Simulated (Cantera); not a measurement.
What does this Cantera script print?

```python
import numpy as np
import cantera as ct

gas_names = """
    N NO NO2 NO3 N2 N2O O O2 O3 S SN SO SO2 SO3 S2 S2O S8
""".split()
cond_names = """
    S(cr1) S(cr2) S(L)
""".split()


# ... load() reads the species with a 1 bar reference pressure and builds the phases ...
atoms = {
    'SO2': {'S': 1, 'O': 2},
    'N2': {'N': 2},
}
top_T = {}  # K; cautious upper limits of use, not melting points


# ... equilibrate(T, P, feed) seeds the gas with the atoms and calls Mixture.equilibrate('TP', solver="vcs", rtol=1e-11, max_steps=5000) ...
results = []
feed = {'SO2': 1, 'N2': 28}  # mol
P = 3200000  # Pa
for T in [1600, 1800, 2000, 2200, 2400, 2600, 2800, 3000, 3200]:
    mix = equilibrate(T, P, feed)
    results.append((T, P, feed, dict(zip(mix.species_names, mix.species_moles))))

top = {s: max(r[3][s] / sum(r[3][g] for g in gas_names) for r in results) for s in gas_names}
cols = sorted((s for s in top if top[s] > 0.0001), key=lambda s: -top[s])[:6]
seen = [c for c in cond_names if any(r[3].get(c, 0) > 1e-12 for r in results)]
print("log10 of partial pressures in bar; condensed amounts in mol")
print(f"{'T/K':>10s}" + "".join(f"{s[:9]:>10s}" for s in cols + seen))
for T, P, feed, n in results:
    ng = sum(n[g] for g in gas_names)
    print(f"{T:10.4g}" + "".join(f"{np.log10(max(n[s] / ng * P / 1e5, 1e-99)):10.3f}" for s in cols)
          + "".join(f"{n.get(c, 0):10.4g}" for c in seen))
```

It prints:

```
log10 of partial pressures in bar; condensed amounts in mol
       T/K        N2       SO2        SO        NO        O2         O
      1600     1.490     0.043    -3.480    -3.852    -4.549    -7.113
      1800     1.490     0.042    -2.836    -3.071    -3.651    -5.740
      2000     1.490     0.041    -2.277    -2.491    -3.021    -4.685
      2200     1.490     0.036    -1.813    -2.026    -2.526    -3.831
      2400     1.489     0.027    -1.428    -1.644    -2.122    -3.123
      2600     1.489     0.009    -1.109    -1.324    -1.789    -2.527
      2800     1.488    -0.023    -0.845    -1.057    -1.514    -2.022
      3000     1.487    -0.074    -0.632    -0.834    -1.293    -1.593
      3200     1.485    -0.151    -0.466    -0.650    -1.122    -1.228
```

Equilibrium computed with Cantera from the NASA thermochemical tables; the gas is ideal and each condensed phase is pure. The ideal-gas law is rough above about 30 bar.
